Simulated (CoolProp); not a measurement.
Vapour-liquid equilibrium of dimethyl ether (1) + chloromethane (R40) (2) at 1.03 bar; x and y are mole fractions of (1).

Values from CoolProp's multi-fluid Helmholtz-energy mixture model, Wu 2011 and Thol 2014; pair parameters Bell 2016.

Problem. Give the bubble temperature and the first vapour's composition at x = 0.05, 0.65, 0.95. Is there an azeotrope?

Solution. x = 0.05: 249.8 K, y = 0.042; x = 0.65: 250.4 K, y = 0.673; x = 0.95: 249.0 K, y = 0.961. y crosses x between x = 0.35 and 0.45: the model has an azeotrope there.

Pair parameters are fitted to limited data, so mixtures are less certain than the pure fluids.
